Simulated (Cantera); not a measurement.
A diamond (100) surface in a fixed gas of H2 with x(CH4) = 0.0058, x(CH3) = 8.1e-05, at 1325 K, 9.00 Torr; coverages are run to steady state.

Detailed kinetics in Cantera: the Harris–Goodwin 1993 mechanism for the reconstructed diamond (100) surface.

θ: site fractions in the mechanism's names (c6HH fully hydrogenated, c6H* and c6*H radical sites, c6** diradical, c6HM methylated).

```csv
x(H),growth (µm/h),θ c6HH,θ c6H*,θ c6*H,θ c6**
0.0001,0.00109,0.673,0.0287,0.295,0.00389
0.00026,0.00748,0.535,0.0402,0.413,0.0116
0.00066,…,…,0.0471,0.483,…
0.0017,0.0766,0.397,0.0502,0.515,0.0367
0.0044,0.130,0.376,0.0514,0.527,0.0453
0.011,0.177,0.367,0.0519,0.532,0.0495
0.029,0.239,0.363,0.0521,0.533,0.0515
0.074,0.349,0.362,0.0522,0.534,0.0523
0.19,…,0.361,0.0525,0.534,0.0528
```

Question: What belongs in the gaps?

Answer: 
- 0.00066, growth (µm/h): 0.0304
- 0.00066, θ c6HH: 0.445
- 0.00066, θ c6**: 0.0240
- 0.19, growth (µm/h): 0.552
